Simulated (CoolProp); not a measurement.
Aqueous ethylene glycol as a coolant, at 26 °C, 1 atm.

Values from CoolProp's Melinder's fits for secondary coolants.

```json
[
 {"mass %": "3.1", "freezing point (°C)": "-1.0", "Prandtl number": "6.49", "cp (kJ/(kg K))": "4.140", "conductivity (W/(m K))": "0.594", "viscosity (mPa s)": "0.931"},
 {"mass %": "10.4", "freezing point (°C)": "-3.5", "Prandtl number": "7.99", "cp (kJ/(kg K))": "4.045", "conductivity (W/(m K))": "[?]", "viscosity (mPa s)": "[?]"},
 {"mass %": "17.8", "freezing point (°C)": "-6.8", "Prandtl number": "10.0", "cp (kJ/(kg K))": "[?]", "conductivity (W/(m K))": "0.524", "viscosity (mPa s)": "1.33"},
 {"mass %": "25.2", "freezing point (°C)": "-11.1", "Prandtl number": "12.6", "cp (kJ/(kg K))": "[?]", "conductivity (W/(m K))": "0.491", "viscosity (mPa s)": "1.61"},
 {"mass %": "32.6", "freezing point (°C)": "-16.7", "Prandtl number": "[?]", "cp (kJ/(kg K))": "3.687", "conductivity (W/(m K))": "0.460", "viscosity (mPa s)": "1.95"},
 {"mass %": "39.9", "freezing point (°C)": "-23.7", "Prandtl number": "19.4", "cp (kJ/(kg K))": "3.545", "conductivity (W/(m K))": "[?]", "viscosity (mPa s)": "2.35"},
 {"mass %": "47.3", "freezing point (°C)": "-32.4", "Prandtl number": "24.1", "cp (kJ/(kg K))": "3.398", "conductivity (W/(m K))": "0.403", "viscosity (mPa s)": "2.85"}
]
```

### Question
Some entries are withheld; supply them.

### Answer

- 10.4, conductivity (W/(m K)): 0.559
- 10.4, viscosity (mPa s): 1.10
- 17.8, cp (kJ/(kg K)): 3.941
- 25.2, cp (kJ/(kg K)): 3.821
- 32.6, Prandtl number: 15.6
- 39.9, conductivity (W/(m K)): 0.430
